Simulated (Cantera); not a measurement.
Charge: 1 mol H2S, 1.4 mol O2, 0.78 mol N2, equilibrated at 1125 K.

These are equilibrium values from Cantera (NASA tables, ideal gas, pure condensed phases), not measurements of a reactor. Candidate condensed phases: H2O, H2SO4, S; 35 gas species. Gases not in the tables: S3 to S7. Equilibrium is a limit: real reactors are often held back by kinetics, nucleation or transport.

### Question
At 2.10 bar, list the 6 most abundant gas species with their mole fractions, and the condensed phases.

### Answer
H2O 0.358, SO2 0.334, N2 0.286, S2 0.0112, H2S 0.00774, S2O 0.00133. Condensed: gas only.
